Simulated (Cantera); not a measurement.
Feed: 1 mol TEOS, 4.6 mol H2O, 1.3 mol H2, equilibrated at 0.0240 bar.

Cantera equilibrium calculation (NASA polynomials, part measured and part estimated; ideal gas, pure solids and liquids). Candidate condensed phases: C, C6H6, C7H8, C8H18, H2O, Si, SiC, SiO2; 123 gas species. The feed counts by its element totals alone. Equilibrium is a limit: real reactors are often held back by kinetics, nucleation or transport. All values below are at 500 °C.

Base state: H2 0.700, CO 0.112, H2O 0.0896, CO2 0.0734, CH4 0.0249 (mole fractions); condensed: C(graphite) + SiO2(α-quartz).

What changes in the equilibrium state with this change: H2 from 1.3 to 46 mol?


```tsv
species	before	after
H2	0.700	0.866
CO	0.112	0.0430
H2O	0.0896	0.0426
CO2	0.0734	0.0108
CH4	0.0249	0.0381
C(graphite), mol	4.02	2.34
SiO2(α-quartz), mol	1.00	1.00
```

What changes in the equilibrium state with this change: pressure from 0.0240 bar to 0.000920 bar?


| species | before | after |
|---|---|---|
| H2 | 0.700 | 0.714 |
| CO | 0.112 | 0.262 |
| CO2 | 0.0734 | 0.0154 |
| H2O | 0.0896 | 0.00819 |
| CH4 | 0.0249 | 0.000993 |
| C(graphite), mol | 4.02 | 1.90 |
| SiO2(α-quartz), mol | 1.00 | 1.00 |
